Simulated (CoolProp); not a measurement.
Computed with CoolProp (reference Helmholtz-energy equation of state, Thol 2014).

Q: Give the vapour pressure (kPa), liquid density (kg/m³), vapour density (kg/m³), enthalpy of vaporisation (kJ/kg) of saturated chloromethane (R40) at 70.25, 77.75, 115.25 °C.

A: 
```tsv
T (°C)	p (kPa)	liquid density (kg/m³)	vapour density (kg/m³)	enthalpy of vaporisation (kJ/kg)
70.25	1790	810	40.8	309
77.75	2100	790	48.3	296
115.25	4250	666	112	212
```
